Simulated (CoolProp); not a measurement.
Vapour-liquid equilibrium of carbon dioxide (1) + R124 (2) at 261 K; x and y are mole fractions of (1).

The numbers come from the multi-fluid Helmholtz-energy mixture model, Span 1996 and de Vries 1995; pair parameters Bell 2016 in CoolProp.

| x | bubble pressure (bar) | y at the bubble point | dew pressure at overall composition x (bar) | liquid density (mol/L) |
|---|---|---|---|---|
| 0.05 | 2.108 | 0.530 | 1.058 | 11.13 |
| 0.2 | (withheld) | 0.822 | 1.255 | 12.21 |
| 0.35 | (withheld) | 0.898 | 1.540 | 13.49 |
| 0.5 | 11.32 | 0.937 | 1.987 | 14.99 |
| 0.65 | (withheld) | 0.962 | 2.797 | 16.80 |
| 0.8 | 18.82 | 0.981 | 4.686 | 18.98 |
| 0.95 | 23.31 | 0.996 | 12.98 | (withheld) |

Q: What belongs in the gaps?

A: 
- 0.2, bubble pressure (bar): 5.182
- 0.35, bubble pressure (bar): 8.168
- 0.65, bubble pressure (bar): 14.84
- 0.95, liquid density (mol/L): 21.60

No azeotrope shows between x = 0.05 and 0.95.

Pair parameters are fitted to limited data, so mixtures are less certain than the pure fluids.
